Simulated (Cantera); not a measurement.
## Ignition delay

Mixture: 21.7 % H2, 15.3 % O2, 57.4 % N2, 5.64 % H2O, equivalence ratio 0.71, at 500000 Pa, adiabatic and at constant pressure. Ignition delay is the time to a rise of 400 K.

Computed with Cantera and GRI-Mech 3.0 (53 species, 325 reactions). The hydrogen kinetics of GRI-Mech 3.0 are dated; newer H2 mechanisms differ, most at raised pressure. Below about 950 K walls govern HO2 and H2O2 in real vessels. Where the delays flatten at high temperature, the 400 K rule measures the pace of heat release, not the induction time.

| T0 (K) | delay (ms) |
|---|---|
| 925 | 108 |
| 1025 | 8.66 |
| 1125 | 0.714 |
| 1225 | 0.0238 |
| 1325 | 0.00751 |
| 1425 | 0.00435 |
| 1525 | 0.00303 |
| 1625 | 0.00234 |
| 1725 | 0.00196 |
| 1825 | 0.00174 |
